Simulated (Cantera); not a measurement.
Charge: 1 mol V₂O₅, 200 mol H₂, 0.068 mol H₂O, held at 1 atm.

Cantera equilibrium calculation (NASA polynomials, part measured and part estimated; ideal gas, pure solids and liquids). Candidate condensed phases: H₂O, V, VO, V₂O₃, V₂O₄, V₂O₅; 12 gas species. Condensed phases not in the tables: the oxides between V₂O₃ and V₂O₅ other than VO₂. Kinetics and transport are ignored.

At 1675 K, list the 3 most abundant gas species with their mole fractions, and the condensed phases.

H₂ 0.990, H₂O 0.0103, H 0.000115. Condensed: V₂O₃(s).
